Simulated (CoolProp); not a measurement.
Vapour-liquid equilibrium of propylene (1) + R115 (2) at 1840 kPa; x and y are mole fractions of (1).

Model: multi-fluid Helmholtz-energy mixture model, Lemmon 2013 and Lemmon 2016; pair parameters Bell 2016, in CoolProp.

| x | bubble temperature, mixture model (°C) | bubble temperature, Raoult's law (°C) | y, mixture model | y, Raoult's law |
|---|---|---|---|---|
| 0.05 | 52.8 | 54.2 | 0.072 | 0.061 |
| 0.15 | 49.3 | 53.2 | … | 0.179 |
| 0.25 | 46.4 | 52.1 | … | 0.292 |
| 0.35 | … | 51.1 | 0.419 | 0.400 |
| 0.45 | … | 50.1 | … | 0.504 |
| 0.55 | 41.6 | 49.2 | 0.585 | 0.603 |
| 0.65 | 41.1 | 48.2 | … | 0.698 |
| 0.75 | 41.1 | 47.2 | 0.737 | 0.789 |
| 0.85 | 41.9 | 46.3 | 0.824 | 0.876 |
| 0.95 | … | 45.4 | … | 0.960 |

**Question.** What belongs in the gaps?

**Answer.** 
- 0.15, y, mixture model: 0.205
- 0.25, y, mixture model: 0.320
- 0.35, bubble temperature, mixture model (°C): 44.2
- 0.45, bubble temperature, mixture model (°C): 42.6
- 0.45, y, mixture model: 0.506
- 0.65, y, mixture model: 0.660
- 0.95, bubble temperature, mixture model (°C): 43.6
- 0.95, y, mixture model: 0.933

The largest gap from Raoult's law is -7.6 K in bubble temperature, at x = 0.55. y crosses x between x = 0.65 and 0.75: the model has an azeotrope there.

The pair parameters rest on a limited set of measurements; away from them the model extrapolates.
